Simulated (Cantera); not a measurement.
A closed system holds: 1 mol Si, 2.6 mol Cl2, 16 mol H2, held at 875 K and 850000 Pa.

Equilibrium computed with Cantera from the NASA thermochemical tables; the gas is ideal and each condensed phase is pure. Candidate condensed phases: Si; 19 gas species. The numbers say what is thermodynamically allowed, not how fast it happens.

Base state: H2 0.873, HCl 0.0697, SiCl4 0.0553, SiHCl3 0.00152 (mole fractions); condensed: gas only.

Task: What changes in the equilibrium state with this change: Cl2 from 2.6 to 2.8 mol?

Result: 
```tsv
species	before	after
H2	0.873	0.853
HCl	0.0697	0.0910
SiCl4	0.0553	0.0550
SiHCl3	0.00152	0.00113
```
